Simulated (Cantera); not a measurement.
Cantera run:

```python
import numpy as np
import cantera as ct

gas_names = """
    O2 SO2
""".split()
cond_names = """
    Mg(L) MgO(s) MgS(s) MgSO4(L)
""".split()


def load(file, names, dense=False):
    # The tables refer to 1 bar. Condensed volumes are neglected.
    table = {s.name: s for s in ct.Species.list_from_file(file)}
    out = []
    for n in names:
        d = dict(table[n].input_data)
        d["thermo"] = dict(d["thermo"], **{"reference-pressure": 1e5})
        if dense:
            d["equation-of-state"] = {"model": "constant-volume", "density": "1e6 g/cm^3"}
        out.append(ct.Species.from_dict(d))
    return out


species = {s.name: s for s in load("nasa_gas.yaml", gas_names) + load("nasa_condensed.yaml", cond_names)}
T = 1600
g = {n: (s.thermo.h(T) - T * s.thermo.s(T)) / (ct.gas_constant * T * np.log(10)) for n, s in species.items()}
valid = cond_names  # the entries whose range holds T


def stable(la, lb):
    # potentials (over RT ln 10) of the two non-metals from log10 p(O2) and log10 p(SO2) in bar
    mu = {}
    mu["O"] = (g["O2"] + la) / 2
    mu["S"] = (g["SO2"] + lb - 2 * mu["O"]) / 1
    cost = {}
    for n in valid:
        c = species[n].composition
        cost[n] = (g[n] - sum(c.get(e, 0) * m for e, m in mu.items())) / c["Mg"]
    return min(cost, key=cost.get)


results = []
for lb in [1, 0.4, -0.3, -0.9, -1.6, -2.2, -2.9, -3.5, -4.1, -4.8, -5.4, -6.1, -6.7, -7.4, -8]:
    row = [stable(la, lb) for la in [-11, -10.4, -9.7, -9.1, -8.4, -7.8, -7.1, -6.5, -5.8, -5.2, -4.5, -3.9, -3.2, -2.6, -1.9, -1.3, -0.6, 0]]
    results.append(row)
    print(f"{lb:6.1f}  " + " ".join(f"{valid.index(n):x}" for n in row))
print("key: " + ", ".join(f"{i:x} {n}" for i, n in enumerate(valid)))
```

Result:

```
   1.0  2 2 2 2 2 1 1 1 1 1 1 1 1 1 1 1 1 1
   0.4  2 2 2 2 1 1 1 1 1 1 1 1 1 1 1 1 1 1
  -0.3  2 2 2 1 1 1 1 1 1 1 1 1 1 1 1 1 1 1
  -0.9  2 2 2 1 1 1 1 1 1 1 1 1 1 1 1 1 1 1
  -1.6  2 2 1 1 1 1 1 1 1 1 1 1 1 1 1 1 1 1
  -2.2  2 1 1 1 1 1 1 1 1 1 1 1 1 1 1 1 1 1
  -2.9  2 1 1 1 1 1 1 1 1 1 1 1 1 1 1 1 1 1
  -3.5  1 1 1 1 1 1 1 1 1 1 1 1 1 1 1 1 1 1
  -4.1  1 1 1 1 1 1 1 1 1 1 1 1 1 1 1 1 1 1
  -4.8  1 1 1 1 1 1 1 1 1 1 1 1 1 1 1 1 1 1
  -5.4  1 1 1 1 1 1 1 1 1 1 1 1 1 1 1 1 1 1
  -6.1  1 1 1 1 1 1 1 1 1 1 1 1 1 1 1 1 1 1
  -6.7  1 1 1 1 1 1 1 1 1 1 1 1 1 1 1 1 1 1
  -7.4  1 1 1 1 1 1 1 1 1 1 1 1 1 1 1 1 1 1
  -8.0  1 1 1 1 1 1 1 1 1 1 1 1 1 1 1 1 1 1
key: 0 Mg(L), 1 MgO(s), 2 MgS(s), 3 MgSO4(L)
```

Cantera with NASA thermochemical tables; ideal gases at 1 bar, condensed phases pure. Part of the grid cannot be reached: there another gas would pass 10 bar, or a non-metal would condense.
